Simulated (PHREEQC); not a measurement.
A solution holds 0.064 mol/kgw CuCl2, 3.5e-05 mol/kgw HNO3 and 0.00044 mol/kgw H3BO3, at 30 °C. Closed to the air; pH follows from the charge balance.

The numbers come from PHREEQC with the ion-association model, wateq4f.dat.

Task: The ionic strength comes out as 0.176 mol/kgw. What activity coefficients do Cu+2, Cu2(OH)2+2, NO3-, Cl-, CuOH+ get?

Result: Cu+2 0.34, Cu2(OH)2+2 0.32, NO3- 0.70, Cl- 0.72, CuOH+ 0.73.

Precipitation was switched off in this run. Examples of supersaturated solids here: Atacamite. Others may be too.
